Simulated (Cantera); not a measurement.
Feed: 1 mol Ti, 0.17 mol H2O, 1.5 mol CO, equilibrated at 1625 K and 1.00 bar.

Method: chemical equilibrium by Gibbs-energy minimisation in Cantera with the NASA 1993 tables (ideal gas, pure condensed phases). Candidate condensed phases: C, C6H6, C7H8, C8H18, H2O, Ti, TiC, TiO, TiO2, Ti2O3, Ti3O5, Ti4O7; 113 gas species. Mutual solubility and eutectic melting of coexisting phases are not modelled. TiC: taken at fixed stoichiometry. The numbers say what is thermodynamically allowed, not how fast it happens.

Task: What is the equilibrium state?

Result: x(CO): 0.846
x(H2): 0.153
x(CO2): 0.000218
x(H2O): 0.000123
x(H): 2.76e-5
x(CH4): 2.73e-5
x(C2H2 (acetylene)): 3.40e-6
n(TiC(s)): 0.561 mol
n(Ti3O5(s)): 0.146 mol
gas amount: 1.109 mol
log10 activity of Ti2O3(s) (absent): -0.02
log10 activity of C(graphite) (absent): -0.10
log10 activity of Ti4O7(s) (absent): -0.39
